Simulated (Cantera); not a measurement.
Mixture: CH4 : O2 : N2 = 1 : 1.18 : 8.12 (molar parts), equivalence ratio 1.7, at 14.8 atm, adiabatic and at constant pressure. Ignition delay is the time to a rise of 400 K.

Computed with Cantera and GRI-Mech 3.0 (53 species, 325 reactions). The pressure lies above the range GRI-Mech 3.0 was tuned for (to about 10 atm).

Task: Predict: delay at 1225 K; delay at 1425 K; delay at 1625 K; delay at 1825 K; delay at 2025 K; apparent activation energy between 1925 and 2125 K.

Result: 
```json
{
 "delay at 1225 K": "5.15 ms",
 "delay at 1425 K": "0.634 ms",
 "delay at 1625 K": "95.4 µs",
 "delay at 1825 K": "18.3 µs",
 "delay at 2025 K": "5.06 µs",
 "apparent activation energy between 1925 and 2125 K": "190 kJ/mol"
}
```
